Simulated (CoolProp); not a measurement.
Vapour-liquid equilibrium of hydrogen sulfide (1) + benzene (2) at 25.35 °C; x and y are mole fractions of (1).

Computed with CoolProp (multi-fluid Helmholtz-energy mixture model, Lemmon 2006 and Thol 2012; pair parameters Bell 2016).

| x | bubble pressure (bar) | y at the bubble point | dew pressure at overall composition x (bar) | liquid density (mol/L) |
|---|---|---|---|---|
| 0.05 | 1.051 | 0.880 | 0.1358 | 11.52 |
| 0.125 | 2.396 | 0.949 | 0.1474 | 12.07 |
| 0.2 | 3.721 | 0.969 | 0.1613 | 12.65 |
| 0.275 | 5.051 | 0.978 | 0.1779 | 13.29 |
| 0.35 | 6.405 | 0.984 | 0.1984 | 13.98 |
| 0.425 | 7.797 | 0.987 | 0.2242 | ? |
| 0.5 | 9.238 | 0.990 | 0.2577 | 15.53 |
| 0.575 | 10.73 | ? | 0.3029 | 16.40 |
| 0.65 | 12.29 | 0.994 | ? | 17.36 |
| 0.725 | 13.90 | 0.996 | 0.4664 | 18.38 |
| 0.8 | 15.57 | 0.997 | 0.6389 | 19.49 |
| 0.875 | 17.30 | 0.998 | 1.013 | 20.67 |
| 0.95 | 19.09 | 0.999 | 2.439 | 21.90 |

**Question.** What belongs in the gaps?

**Answer.** 
- 0.425, liquid density (mol/L): 14.72
- 0.575, y at the bubble point: 0.992
- 0.65, dew pressure at overall composition x (bar): 0.3673

No azeotrope shows between x = 0.05 and 0.95.

Pair parameters are fitted to limited data, so mixtures are less certain than the pure fluids.
